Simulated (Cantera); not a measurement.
An isothermal, constant-pressure homogeneous reactor starts with 20.8 % CH₄, 79.2 % CO₂, at 1475 K and 1.01 bar.

Computed with Cantera and GRI-Mech 3.0 (53 species, 325 reactions).

x: mole fraction; the columns are a selection and need not sum to one.

| t (s) | x CH₄ | x CO₂ | x C₂H₄ | x HO₂ | x CH₂O | x O | x C₂H₂ |
|---|---|---|---|---|---|---|---|
| 0.000900 | 0.208 | 0.792 | 4.70e-6 | <1e-12 | 1.91e-7 | <1e-12 | 2.23e-8 |
| 0.00196 | 0.208 | 0.792 | 1.88e-5 | <1e-12 | 6.48e-7 | <1e-12 | 2.39e-7 |
| 0.00429 | 0.208 | 0.792 | 7.35e-5 | <1e-12 | 1.83e-6 | <1e-12 | 2.33e-6 |
| 0.00935 | 0.207 | 0.791 | 0.000297 | <1e-12 | 3.98e-6 | <1e-12 | 2.40e-5 |
| 0.0204 | 0.204 | 0.790 | 0.00105 | <1e-12 | 5.71e-6 | <1e-12 | 0.000235 |
| 0.0445 | 0.197 | 0.786 | [?] | <1e-12 | 5.83e-6 | <1e-12 | [?] |
| 0.0972 | 0.185 | 0.773 | 0.00287 | <1e-12 | 5.11e-6 | <1e-12 | 0.00645 |
| 0.212 | 0.163 | 0.744 | 0.00228 | <1e-12 | 4.60e-6 | <1e-12 | 0.0159 |
| 0.463 | 0.129 | 0.682 | 0.00184 | <1e-12 | 4.91e-6 | <1e-12 | 0.0303 |
| 1.01 | 0.0801 | 0.580 | 0.00145 | <1e-12 | 6.80e-6 | 1.03e-12 | 0.0490 |
| 2.20 | 0.0350 | 0.472 | 0.00115 | <1e-12 | 7.05e-6 | 1.27e-12 | 0.0601 |
| 4.81 | 0.0177 | 0.395 | 0.00111 | <1e-12 | 3.35e-6 | 1.61e-12 | 0.0481 |
| 10.5 | 0.0137 | 0.334 | 0.000828 | <1e-12 | 1.25e-6 | 2.00e-12 | 0.0268 |
| 22.9 | [?] | [?] | [?] | <1e-12 | [?] | 2.93e-12 | [?] |
| 50.0 | 0.00470 | 0.258 | 9.25e-5 | <1e-12 | 1.40e-7 | 4.31e-12 | 0.00208 |

What belongs in the gaps?


- 0.0445, x C₂H₄: 0.00240
- 0.0445, x C₂H₂: 0.00163
- 22.9, x CH₄: 0.00951
- 22.9, x CO₂: 0.286
- 22.9, x C₂H₄: 0.000401
- 22.9, x CH₂O: 4.26e-7
- 22.9, x C₂H₂: 0.0103
